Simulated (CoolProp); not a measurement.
Saturation properties of tetradecamethylhexasiloxane (MD4M).

Computed with CoolProp (reference Helmholtz-energy equation of state, Thol 2019).

| T (K) | p (MPa) | liquid density (kg/m³) | enthalpy of vaporisation (kJ/kg) | liquid cp (kJ/(kg K)) | vapour Z | surface tension (mN/m) |
|---|---|---|---|---|---|---|
| 432.9 | 0.005459 | 753.2 | 130.3 | 2.003 | 0.9864 | 9.59 |
| 438.1 | 0.006662 | 747.8 | 128.7 | 2.013 | 0.9841 | 9.29 |
| 443.3 | 0.008077 | 742.3 | 127.1 | 2.024 | 0.9816 | 8.99 |
| 448.4 | 0.009696 | 736.8 | 125.5 | 2.034 | 0.9788 | 8.70 |
| 453.6 | 0.01161 | 731.3 | 123.8 | 2.044 | 0.9757 | 8.41 |
| 458.8 | 0.01383 | 725.6 | 122.2 | 2.054 | 0.9723 | 8.12 |
| 464 | 0.01638 | 720.0 | 120.5 | 2.064 | 0.9685 | 7.83 |
| 469.1 | 0.01923 | 714.3 | 118.9 | 2.074 | 0.9644 | 7.55 |
| 474.3 | 0.02254 | 708.5 | 117.2 | 2.084 | 0.9599 | 7.27 |
| 479.5 | 0.02630 | 702.7 | 115.6 | 2.094 | 0.9550 | 6.99 |
| 484.6 | 0.03045 | 696.9 | 113.9 | 2.104 | 0.9498 | 6.71 |
| 489.8 | 0.03521 | 690.9 | 112.2 | 2.114 | 0.9441 | 6.44 |

It boils at 532.8 K under 1 atm.

Surface tension comes from a separate correlation (Mulero 2014), older than this fluid's equation and unchecked against measurements.
